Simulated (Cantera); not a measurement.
# Equilibrium for hydrogen reduction and annealing atmospheres: FeS2 + H2

Input: 1 mol FeS2, 1.7 mol H2, held at 1102 °C and 180000 Pa.

These are equilibrium values from Cantera (NASA tables, ideal gas, pure condensed phases), not measurements of a reactor. Candidate condensed phases: Fe, FeS, FeS2, S; 8 gas species. FeS: taken at fixed stoichiometry. Equilibrium is a limit: real reactors are often held back by kinetics, nucleation or transport.

The x(H2S) is 0.543. The x(H2) comes out as 0.439, the x(S2) is 0.0172 and the x(SH) is 0.000818. The x(H) is 1.69e-6 and the n(FeS(s)) is 1.00 mol. The gas amount comes out as 1.730 mol and the log10 activity of S(l) (absent) is -1.82. The log10 activity of Fe(γ) (absent) comes out as -2.10.
